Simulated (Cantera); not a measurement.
## Low-pressure radical oxidation in H2/O2

An isothermal, constant-pressure homogeneous reactor starts with 4.49 % H2, 28.1 % O2, 67.4 % N2, equivalence ratio 0.080, at 1000 K and 1400 Pa.

Model: the H2/O2 subset of GRI-Mech 3.0, which has no nitrogen chemistry, integrated in Cantera. Radical loss at walls, strong at low pressure, is not modelled. The temperature is held fixed by assumption; the heat of reaction is taken as removed at once.

```csv
t (s),x H2,x O2,x OH,x H,x H2O2,x HO2,x H2O
0.000400,0.0449,0.281,1.02e-11,4.88e-11,<1e-12,5.18e-11,1.56e-11
0.00155,0.0449,0.281,1.50e-10,5.23e-10,<1e-12,2.09e-10,6.80e-10
0.00598,0.0449,0.281,2.89e-7,9.79e-7,7.44e-12,2.27e-8,1.69e-6
0.0231,0.00155,0.259,0.00112,0.0112,5.25e-8,2.68e-6,0.0376
0.0894,0.000283,0.263,0.000441,0.000829,6.59e-8,2.13e-6,0.0450
0.346,1.59e-5,0.264,9.74e-5,1.03e-5,4.70e-8,6.53e-7,0.0459
1.34,9.82e-7,0.264,2.57e-5,1.87e-7,1.62e-8,9.11e-8,0.0460
5.17,1.05e-7,0.264,9.02e-6,8.01e-9,4.50e-9,1.37e-8,0.0460
20.0,1.73e-8,0.264,3.80e-6,5.99e-10,1.22e-9,2.64e-9,0.0460
```
x: mole fraction; the columns are a selection and need not sum to one.

Equilibrium at this temperature and pressure: H2 6.65e-11, O2 0.264, OH 2.41e-7, H <1e-12, H2O2 7.88e-12, HO2 2.58e-10, H2O 0.0460 (gas phase only).
